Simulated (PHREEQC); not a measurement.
Consider water at 5 °C with 0.018 mol Cu(NO3)2, 0.022 mol HBF4 and 0.026 mol Na2SO4 per kg of water. Closed to the air; pH follows from the charge balance.

Computed with PHREEQC (ion-association model, phreeqc.dat).

Precipitation was switched off in this run.

Order these Cu species by the share of Cu that they hold, largest first: CuSO4, CuF+, Cu+2.

Cu+2 (74 %), CuSO4 (26 %), CuF+ (0.22 %)

Order these S species by the share of S that they hold, largest first: HSO4-, CuSO4, NaSO4-, SO4-2.

SO4-2 (56 %), HSO4- (22 %), CuSO4 (18 %), NaSO4- (4.5 %)

The pH is 1.89 and the ionic strength 0.121 mol/kgw. Away from 25 °C the constants follow the database's enthalpies or fits; those with neither stay at their 25 °C values. Real BF4- forms and hydrolyses slowly; the run takes it at equilibrium.
